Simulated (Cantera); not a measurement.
Thermodynamics of carbon deposition, reforming and gasification, feed C2H2 + NH3 + N2

Charge: 1 mol C2H2, 1.8 mol NH3, 20 mol N2, held at 325 °C.

Equilibrium computed with Cantera from the NASA thermochemical tables; the gas is ideal and each condensed phase is pure. Candidate condensed phases: C, C6H6, C7H8, C8H18; 92 gas species. The ideal-gas law is rough above about 30 bar. The numbers say what is thermodynamically allowed, not how fast it happens.

From 0.000100 bar to 100 bar the condensed part is C(graphite). The main C-bearing gas is CH4 throughout. The share of C in condensed phases is highest at 0.000100 bar (99.7 %) and lowest at 100 bar (9.6 %).

| P (Pa) | log p N2 | log p H2 | log p CH4 | log p NH3 | log p C2H6 | n C(graphite) |
|---|---|---|---|---|---|---|
| 10 | -4.07 | -4.82 | -7.65 | -10.64 | <-16 | 1.99 |
| 46 | -3.41 | -4.17 | -6.33 | -9.32 | -14.75 | 1.98 |
| 220 | -2.73 | -3.50 | -5.01 | -7.99 | -12.77 | 1.89 |
| 1000 | -2.06 | -2.91 | -3.83 | -6.77 | -10.99 | 1.64 |
| 4600 | -1.39 | -2.40 | -2.80 | -5.66 | -9.45 | 1.18 |
| 22000 | -0.71 | -1.96 | -1.92 | -4.66 | -8.14 | 0.733 |
| 100000 | -0.04 | -1.59 | -1.17 | -3.77 | -7.01 | 0.453 |
| 460000 | 0.62 | -1.23 | -0.47 | -2.90 | -5.95 | 0.301 |
| 2200000 | 1.30 | -0.88 | 0.23 | -2.04 | -4.90 | 0.225 |
| 10000000 | 1.96 | -0.55 | 0.90 | -1.21 | -3.90 | 0.193 |
log p: log10 of the partial pressure in bar; n: condensed amount in mol.
